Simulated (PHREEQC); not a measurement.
Consider water at 25 °C with 4.1 mmol/kgw Pb(NO3)2, 0.19 mmol/kgw Ca(HCO3)2 and 0.33 mmol/kgw HBr. Closed to the air; pH follows from the charge balance.

Equilibrium calculation in PHREEQC: ion-association model, wateq4f.dat.

```json
[
 {"quantity": "pH", "before": "5.01", "after": "3.96"},
 {"quantity": "ionic strength (mol/kgw)", "before": "0.0122", "after": "0.0123"},
 {"quantity": "NO3- (mol/kgw)", "before": "0.00792", "after": "0.00792"}
]
```

**Question.** Which change was made?
A) temperature from 25 to 10 °C
B) Pb(NO3)2 replaced by KNO3 at the same molality
C) Ca(HCO3)2 left out
D) HBr from 0.00033 to 0.000495 mol/kgw
E) Pb(NO3)2 from 0.0041 to 0.0082 mol/kgw

**Answer.** D, HBr from 0.00033 to 0.000495 mol/kgw

No solid was allowed to form. Some of these states are supersaturated (in Cerrusite, for instance).
